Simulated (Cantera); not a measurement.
Feed: 1 mol FeS, 0.86 mol O2, 0.036 mol CO2, equilibrated at 1548.15 K and 0.100 bar.

These are equilibrium values from Cantera (NASA tables, ideal gas, pure condensed phases), not measurements of a reactor. Candidate condensed phases: C, Fe, Fe(CO)5, FeO, FeS, FeSO4, FeS2, Fe2O3, Fe2(SO4)3, Fe3O4, S; 25 gas species. Metal and sulfide melt together well below either melting point, which pure phases cannot show. Mutual solubility and eutectic melting of coexisting phases are not modelled. The tables' stoichiometric FeO is somewhat more stable than real wüstite, so its field is too wide. FeO, FeS: taken at fixed stoichiometry. The numbers say what is thermodynamically allowed, not how fast it happens.

Base state: SO2 0.689, S2 0.237, CO2 0.0438, SO 0.0120, CO 0.0101, S2O 0.00785, COS 0.000150, S 0.000108 (mole fractions); condensed: FeO(s) + FeS(l).

### Question
What changes in the equilibrium state with this change: CO2 from 0.036 to 0.42 mol?

### Answer
| species | before | after |
|---|---|---|
| SO2 | 0.689 | 0.428 |
| CO2 | 0.0438 | 0.303 |
| S2 | 0.237 | 0.173 |
| CO | 0.0101 | 0.0816 |
| SO | 0.0120 | 0.00872 |
| COS | 0.000150 | 0.00104 |
| S2O | 0.00785 | 0.00488 |
| S | 0.000108 | 9.19e-5 |
| FeO(s), mol | 0.795 | 0.863 |
| FeS(l), mol | 0.205 | 0.137 |
